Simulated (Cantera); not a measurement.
An isothermal, constant-pressure homogeneous reactor starts with H₂ : O₂ = 0.0071 : 1 (molar parts), equivalence ratio 0.0036, at 1075 K and 0.0263 atm.

Model: GRI-Mech 3.0 (53 species, 325 reactions), integrated in Cantera. Radical loss at walls, strong at low pressure, is not modelled.

x: mole fraction; the columns are a selection and need not sum to one.

```tsv
t (s)	x H₂	x O₂	x HO₂	x H₂O₂	x O	x H₂O	x OH
0.000200	0.00705	0.993	1.85e-10	<1e-12	1.68e-10	4.15e-11	1.44e-10
0.000850	0.00705	0.993	8.06e-10	<1e-12	1.90e-9	1.39e-9	1.26e-9
0.00361	0.00705	0.993	1.07e-8	3.35e-12	4.22e-7	4.69e-7	2.53e-7
0.0153	7.90e-5	0.988	2.58e-6	4.96e-8	0.00434	0.00663	0.000425
0.0651	?	0.991	?	?	?	0.00695	?
0.277	9.53e-7	0.993	4.04e-7	1.82e-8	0.000194	0.00704	6.71e-5
1.17	7.18e-8	0.993	7.33e-8	6.19e-9	1.59e-5	0.00706	1.94e-5
4.99	6.34e-9	0.993	1.03e-8	1.08e-9	1.51e-6	0.00707	6.00e-6
21.2	8.21e-10	0.993	1.78e-9	1.80e-10	2.06e-7	0.00707	2.22e-6
90.0	1.45e-10	0.993	7.39e-10	3.52e-11	?	0.00707	?
```

Question: Complete the blanks.

Answer: 
- 0.0651, x H₂: 7.80e-6
- 0.0651, x HO₂: 1.24e-6
- 0.0651, x H₂O₂: 2.60e-8
- 0.0651, x O: 0.00150
- 0.0651, x OH: 0.000186
- 90.0, x O: 3.76e-8
- 90.0, x OH: 9.47e-7
